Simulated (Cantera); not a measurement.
An isothermal, constant-pressure homogeneous reactor starts with CH4 : CO2 : H2 = 1 : 1.6 : 0.57 (molar parts), at 1400 K and 5.00 bar.

Cantera simulation using GRI-Mech 3.0 (53 species, 325 reactions); the numbers are that mechanism's predictions, not measurements.

Q: Predict: x(CH4) at 20.0 s; x(CO2) at 20.0 s; x(H2) at 20.0 s; x(CH2O) at 20.0 s; x(H2O) at 20.0 s.

A: 
```json
{
 "x(CH4) at 20.0 s": "0.133 (gas-phase equilibrium 0.000175)",
 "x(CO2) at 20.0 s": "0.173 (gas-phase equilibrium 0.0392)",
 "x(H2) at 20.0 s": "0.159 (gas-phase equilibrium 0.420)",
 "x(CH2O) at 20.0 s": "4.96e-7 (gas-phase equilibrium 4.40e-7)",
 "x(H2O) at 20.0 s": "0.197 (gas-phase equilibrium 0.0771)"
}
```
